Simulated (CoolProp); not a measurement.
Vapour-liquid equilibrium of dimethyl ether (1) + chloromethane (R40) (2) at 0.141 MPa; x and y are mole fractions of (1).

Model: multi-fluid Helmholtz-energy mixture model, Wu 2011 and Thol 2014; pair parameters Bell 2016, in CoolProp.

```csv
x,"bubble temperature, mixture model (K)","bubble temperature, Raoult's law (K)","y, mixture model","y, Raoult's law"
0.05,257.3,257.0,0.042,0.052
0.125,257.6,256.9,0.110,0.129
0.2,257.8,256.9,0.183,0.205
0.275,258.0,256.8,0.260,0.282
0.35,258.2,256.8,0.340,0.357
0.425,258.2,256.7,0.423,0.433
0.5,258.2,256.6,0.507,0.508
0.575,258.1,256.6,0.590,0.583
0.65,257.9,256.5,0.672,0.657
0.725,257.7,256.5,0.751,0.731
0.8,257.4,256.4,0.826,0.805
0.875,257.0,256.3,0.896,0.879
0.95,256.5,256.3,0.961,0.952
```

The largest gap from Raoult's law is +1.6 K in bubble temperature, at x = 0.5. y crosses x between x = 0.425 and 0.5: the model has an azeotrope there.

The pair parameters rest on a limited set of measurements; away from them the model extrapolates.
